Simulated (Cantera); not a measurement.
CaCl2 + O2 + H2 (halide evaporation, hydrolysis and transport)

Charge: 1 mol CaCl2, 0.047 mol O2, 51 mol H2, equilibrated at 650 °C and 0.00133 bar.

These are equilibrium values from Cantera (NASA tables, ideal gas, pure condensed phases), not measurements of a reactor. Candidate condensed phases: Ca, CaCl2, CaO, Ca(OH)2, H2O; 21 gas species. Condensed phases not in the tables: oxide chlorides. The numbers say what is thermodynamically allowed, not how fast it happens.

```yaml
x(H2): 0.998
x(H2O): 0.00145
x(HCl): 0.000775
n(CaCl2(s)): 0.980 mol
n(CaO(s)): 0.0198 mol
gas_amount: 51.02 mol
log10 activity of Ca(OH)2(s) (absent): -6.61
log10 activity of Ca(s) (absent): -16.46
```
